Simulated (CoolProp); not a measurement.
Properties of C3F8 (R218) along the isobar 129 bar.

The numbers come from the reference Helmholtz-energy equation of state, Lemmon 2006 in CoolProp. It is a short technical equation, of lower accuracy than the large ones.

```tsv
T (K)	phase	density (kg/m³)	cp (kJ/(kg K))	Joule-Thomson coefficient (K/MPa)	viscosity (µPa s)	Prandtl number
219.5	liquid	1719	0.9196	-0.3730	729	9.37
240.3	liquid	1651	0.9544	-0.3312	522	7.43
261.2	liquid	1581	0.9903	…	388	6.17
282	liquid	1509	1.027	-0.2182	298	5.30
302.8	liquid	1434	1.064	-0.1399	234	4.65
323.7	liquid	1354	1.101	-0.03937	186	4.13
344.5	liquid	1269	1.137	0.08911	150	…
365.3	supercritical	1181	1.170	0.2516	122	3.27
386.1	supercritical	1089	1.199	0.4484	99.3	…
```

**Question.** Fill in the missing entries.

**Answer.** 
- 261.2, Joule-Thomson coefficient (K/MPa): -0.2804
- 344.5, Prandtl number: 3.68
- 386.1, Prandtl number: 2.86

Viscosity comes from a separate model (Huber 2003), an estimate that may be off by 10 % or more. Thermal conductivity comes from a separate model (Huber 2003), an estimate that may be off by 10 % or more.
